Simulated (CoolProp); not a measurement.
Dimethyl carbonate along the isotherm 326.85 °C: density (kg/m³) from the reference equation and from simpler models built on Tc = 283.9 °C, pc = 4.909 MPa, ω = 0.346; each cubic takes its own stable root.

Values from CoolProp's reference Helmholtz-energy equation of state, Zhou 2011.

```csv
p (MPa),phase,reference
0.0388,gas,0.7021
0.0627,gas,1.136
0.101,gas,1.834
0.164,gas,2.988
0.264,gas,4.838
0.427,gas,7.898
0.69,gas,12.96
1.11,gas,21.39
1.8,gas,36.30
2.91,gas,63.80
4.7,gas,123.3
7.6,supercritical,317.5
12.3,supercritical,541.1
```

Task: How far does each simpler model (ideal gas, van der Waals, Redlich-Kwong, Soave-Redlich-Kwong) lie from the reference over these 13 states: mean and median of the absolute difference, and the worst?

Result: 
- ideal gas: mean 14.7 %, median 3.9 %, worst -59.0 % at 326.85 °C and 12.3 MPa
- van der Waals: mean 2.3 %, median 0.3 %, worst -20.9 % at 326.85 °C and 12.3 MPa
- Redlich-Kwong: mean 1.3 %, median 0.1 %, worst -8.4 % at 326.85 °C and 12.3 MPa
- Soave-Redlich-Kwong: mean 2.1 %, median 0.2 %, worst -13.5 % at 326.85 °C and 12.3 MPa
